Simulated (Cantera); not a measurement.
# Adiabatic ignition

An adiabatic, constant-volume homogeneous reactor starts with 8.42 % CH4, 8.85 % O2, 74.5 % N2, 8.26 % H2O, equivalence ratio 1.9, at 1475 K and 2.07 atm.

Model: GRI-Mech 3.0 (53 species, 325 reactions), integrated in Cantera.

```csv
t (s),T (K),P (bar),x CH4,x O2,x N2O,x NO,x HO2,x C2H4
3.00e-6,1475,2.10,0.0842,0.0885,<1e-12,<1e-12,1.48e-7,<1e-12
9.03e-6,1475,2.10,0.0842,0.0885,1.53e-12,<1e-12,4.18e-7,2.46e-11
2.72e-5,1475,2.10,0.0842,0.0885,1.09e-11,<1e-12,1.04e-6,1.02e-9
8.18e-5,1475,2.10,0.0842,0.0884,6.64e-11,<1e-12,1.73e-6,4.80e-8
0.000246,1475,2.10,0.0841,0.0884,2.69e-10,<1e-12,1.78e-6,1.80e-6
0.000742,1478,2.10,0.0835,0.0881,1.26e-9,<1e-12,3.86e-6,2.71e-5
0.00223,1515,2.16,0.0757,0.0834,1.37e-8,2.30e-11,1.84e-5,0.000855
0.00672,2292,3.53,2.87e-11,3.04e-6,7.74e-9,0.000110,3.06e-9,<1e-12
0.0202,2292,3.53,2.82e-11,3.05e-6,6.16e-9,7.74e-5,3.07e-9,<1e-12
0.0609,2292,3.53,2.80e-11,3.06e-6,5.46e-9,5.76e-5,3.08e-9,<1e-12
0.183,2292,3.53,2.80e-11,3.06e-6,5.39e-9,5.53e-5,3.08e-9,<1e-12
0.552,2292,3.53,2.80e-11,3.06e-6,5.39e-9,5.53e-5,3.08e-9,<1e-12
1.66,2292,3.53,2.80e-11,3.06e-6,5.39e-9,5.53e-5,3.08e-9,<1e-12
5.00,2292,3.53,2.80e-11,3.06e-6,5.39e-9,5.53e-5,3.08e-9,<1e-12
```
x: mole fraction; the columns are a selection and need not sum to one.

```yaml
time_of_steepest_temperature_rise: 2.91 ms
temperature at 5.00 s: 2292 K
equilibrium_temperature: 2292 K
x(CH4) at 5.00 s: 2.80e-11 (gas-phase equilibrium 3.19e-11)
x(O2) at 5.00 s: 3.06e-6 (gas-phase equilibrium 3.06e-6)
x(N2O) at 5.00 s: 5.39e-9 (gas-phase equilibrium 5.39e-9)
```
